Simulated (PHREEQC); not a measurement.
Make-up at 25 °C: 3.3 mmol/kgw HF and 0.093 mmol/kgw NaF. Closed to the air; pH follows from the charge balance.

Computed with PHREEQC (ion-association model, phreeqc.dat).

```
Property                        Value
--------------------  ---------------
pH                               2.94
ionic strength        0.00128 mol/kgw
specific conductance        477 µS/cm
total alkalinity         -3.30 meq/kg
```

| species | molality | activity | log γ |
|---|---|---|---|
| HF | 0.00210 | 0.00210 | 0.000 |
| F- | 0.00127 | 0.00122 | -0.018 |
| H+ | 0.00119 | 0.00115 | -0.017 |
| Na+ | 9.29e-5 | 8.93e-5 | -0.017 |
| HF2- | 1.03e-5 | 9.85e-6 | -0.017 |
| NaF | 6.28e-8 | 6.28e-8 | 0.000 |

This is a speciation only: nothing precipitates in the calculation. Complexes and solids missing from the database can't appear.
